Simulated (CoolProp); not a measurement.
Model: reference Helmholtz-energy equation of state, de Reuck 1990, in CoolProp.

Problem. For fluorine, give the phase and the density (kg/m³), cv (kJ/(kg K)), Joule-Thomson coefficient (K/MPa), isothermal compressibility (1/MPa) at -121.15 °C and 11.1 MPa; -121.15 °C and 15.6 MPa.

Solution. 
- -121.15 °C and 11.1 MPa: supercritical; density 917, cv 0.708, Joule-Thomson coefficient 0.808, isothermal compressibility 0.0328
- -121.15 °C and 15.6 MPa: supercritical; density 1010, cv 0.699, Joule-Thomson coefficient 0.353, isothermal compressibility 0.0155
